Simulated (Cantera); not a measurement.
Feed: 1 mol SiF4, 0.12 mol NO, 22 mol N2, at 10000 Pa.

Method: chemical equilibrium by Gibbs-energy minimisation in Cantera with the NASA 1993 tables (ideal gas, pure condensed phases). Candidate condensed phases: Si, SiO2, Si2N2O, Si3N4; 28 gas species. Equilibrium is a limit: real reactors are often held back by kinetics, nucleation or transport. All values below are at 1173 K.

Base state: N2 0.954, SiF4 0.0433, O2 0.00259, NO 1.93e-5 (mole fractions); condensed: gas only.

### Question
What changes in the equilibrium state with this change: SiF4 replaced by Si2H6?

### Answer
```tsv
species	before	after
N2	0.954	0.874
H2	0	0.126
SiF4	0.0433	0
O2	0.00259	<1e-9
NO	1.93e-5	<1e-9
Si2N2O(s), mol	0	0.120
Si3N4(s), mol	0	0.587
```
The feed counts by its element totals alone. Mutual solubility and eutectic melting of coexisting phases are not modelled. Further candidate phases: H2O.
